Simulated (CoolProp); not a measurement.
Saturation properties of carbon monoxide (Tc = -140.3 °C, pc = 3498 kPa, ω = 0.050).

The numbers come from the reference Helmholtz-energy equation of state, Lemmon 2006 in CoolProp. It is a short technical equation, of lower accuracy than the large ones.

```csv
T (°C),p (kPa),vapour density (kg/m³),enthalpy of vaporisation (kJ/kg)
-184.05,219.3,8.930,203.7
-180.95,290.6,11.63,198.6
-177.95,374.7,14.80,193.4
-174.85,479.0,18.73,187.6
-171.75,602.9,23.43,181.4
-168.65,748.5,29.04,174.6
-165.55,917.8,35.71,167.3
-162.55,1106,43.38,159.5
-159.45,1329,52.85,150.6
-156.35,1581,64.27,140.6
```

It boils at -191.5 °C under 1 atm.
